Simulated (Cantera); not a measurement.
Equilibrium for fluorocarbon and chlorocarbon gases: c-C4F8 + HCl

Charge: 1 mol c-C4F8, 1.9 mol HCl, equilibrated at 0.0100 bar.

These are equilibrium values from Cantera (NASA tables, ideal gas, pure condensed phases), not measurements of a reactor. Candidate condensed phases: C, C6H6, C7H8, C8H18; 118 gas species. The feed counts by its element totals alone. The tables' values for CCl are old estimates; treat these amounts as uncertain. Condensed phases not in the tables: fluorocarbon polymer. Gases not in the tables: C2F6 and larger saturated fluorocarbons. Rates play no part.

```csv
T (°C),x F,x CF4,x HCl,x HF,x Cl,x CF2,x Cl2,x CF,x C3,n C(graphite)
500,<1e-12,0.473,0.387,0.0907,9.89e-6,<1e-12,0.0409,<1e-12,<1e-12,2.08
700,5.49e-11,0.428,0.255,0.208,0.000805,1.38e-9,0.0985,<1e-12,<1e-12,2.20
900,4.18e-8,0.390,0.147,0.302,0.0132,5.04e-7,0.139,<1e-12,<1e-12,2.31
1100,4.60e-6,0.355,0.0764,0.349,0.0826,3.20e-5,0.129,2.17e-10,<1e-12,2.38
1300,0.000152,0.315,0.0309,0.357,0.230,0.000678,0.0609,4.68e-8,<1e-12,2.43
1500,0.00228,0.287,0.00950,0.353,0.324,0.00712,0.0136,2.96e-6,4.95e-12,2.44
1700,0.0194,0.248,0.00292,0.342,0.336,0.0443,0.00256,7.87e-5,1.41e-9,2.37
1900,0.0991,0.137,0.000983,0.302,0.300,0.153,0.000489,0.00101,1.39e-7,2.13
2100,0.269,0.0201,0.000459,0.245,0.245,0.210,9.87e-5,0.00582,6.18e-6,2.14
2300,0.424,0.000826,0.000394,0.216,0.216,0.124,2.81e-5,0.0172,0.000150,2.74
2500,0.508,2.35e-5,0.000453,0.200,0.201,0.0520,1.02e-5,0.0351,0.00226,3.10
2700,0.518,6.24e-7,0.000577,0.184,0.188,0.0185,4.25e-6,0.0566,0.0233,2.43
```
x: gas mole fraction; n: condensed amount in mol.

From 500 °C to 2700 °C the condensed part is C(graphite). The main C-bearing gas is CF4 at 500 °C and C3 at 2700 °C. The share of C in condensed phases is highest at 2500 °C (77.5 %) and lowest at 500 °C (52.0 %).
